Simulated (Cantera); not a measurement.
Charge: 1 mol Si, 0.099 mol Cl2, 2.9 mol O2, held at 1098.15 K and 0.133 bar.

Cantera equilibrium calculation (NASA polynomials, part measured and part estimated; ideal gas, pure solids and liquids). Candidate condensed phases: Si, SiO2; 15 gas species. The numbers say what is thermodynamically allowed, not how fast it happens.

Base state: O2 0.950, Cl2 0.0490, Cl 0.000898, ClO 1.56e-5 (mole fractions); condensed: SiO2(β-quartz).

Question: What changes in the equilibrium state with this change: Si replaced by Fe?

Answer: 
| species | before | after |
|---|---|---|
| O2 | 0.950 | 0.956 |
| Cl2 | 0.0490 | 0.0431 |
| Cl | 0.000898 | 0.000842 |
| FeCl3 | 0 | 0.000257 |
| FeCl2 | 0 | 3.95e-5 |
| ClO | 1.56e-5 | 1.47e-5 |
| SiO2(β-quartz), mol | 1.00 | 0 |
| Fe2O3(s), mol | 0 | 0.500 |
Further candidate phases: Fe, FeCl2, FeCl3, FeO, Fe2O3, Fe3O4.
